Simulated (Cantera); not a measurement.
A Cantera script and what it prints.

```python
import numpy as np
import cantera as ct

gas_names = """
    Cs O H
""".split()
cond_names = """
    CsOH(a) CsOH(b) CsOH(c) CsOH(L)
""".split()


def load(file, names, dense=False):
    # The tables refer to 1 bar. Condensed volumes are neglected.
    table = {s.name: s for s in ct.Species.list_from_file(file)}
    out = []
    for n in names:
        d = dict(table[n].input_data)
        d["thermo"] = dict(d["thermo"], **{"reference-pressure": 1e5})
        if dense:
            d["equation-of-state"] = {"model": "constant-volume", "density": "1e6 g/cm^3"}
        out.append(ct.Species.from_dict(d))
    return out


species = {s.name: s for s in load("nasa_gas.yaml", gas_names) + load("nasa_condensed.yaml", cond_names)}
# Each term lists the table entries of one substance; the one whose range holds T is used.
reactions = {
    'Cs(g) + O(g) + H(g) = CsOH':
        [(-1, ['Cs']), (-1, ['O']), (-1, ['H']), (1, ['CsOH(a)', 'CsOH(b)', 'CsOH(c)', 'CsOH(L)'])],
}


def pick(names, T):
    return next(species[n] for n in names if species[n].thermo.min_temp <= T <= species[n].thermo.max_temp)


results = []
for label, terms in reactions.items():
    print(label)
    print("     T/K   dH/kJ  dS/(J/K)   dG/kJ   log10 K")
    for T in [623, 723, 823, 923, 1023, 1123, 1223, 1323, 1423]:
        used = [(nu, pick(names, T)) for nu, names in terms]
        dH = sum(nu * s.thermo.h(T) for nu, s in used) / 1e6
        dS = sum(nu * s.thermo.s(T) for nu, s in used) / 1e3
        dG = dH - T * dS / 1e3
        logK = -dG * 1e6 / (ct.gas_constant * T * np.log(10))
        results.append((label, T, dH, dS, dG, logK, [s.name for _, s in used]))
        print(f"{T:8g} {dH:8.1f} {dS:8.1f} {dG:8.1f} {logK:8.2f}")
```

Output:

```
Cs(g) + O(g) + H(g) = CsOH
     T/K   dH/kJ  dS/(J/K)   dG/kJ   log10 K
     623   -943.6   -319.2   -744.7    62.44
     723   -941.7   -316.3   -713.0    51.51
     823   -939.8   -313.9   -681.5    43.25
     923   -937.9   -311.7   -650.2    36.79
    1023   -936.0   -309.7   -619.1    31.61
    1123   -934.1   -307.9   -588.2    27.36
    1223   -932.1   -306.3   -557.5    23.81
    1323   -930.2   -304.8   -527.0    20.81
    1423   -928.2   -303.3   -496.6    18.23
```

Cantera with NASA thermochemical tables; ideal gases at 1 bar, condensed phases pure. Condensed species are held in their standard states even where they would react or evaporate.
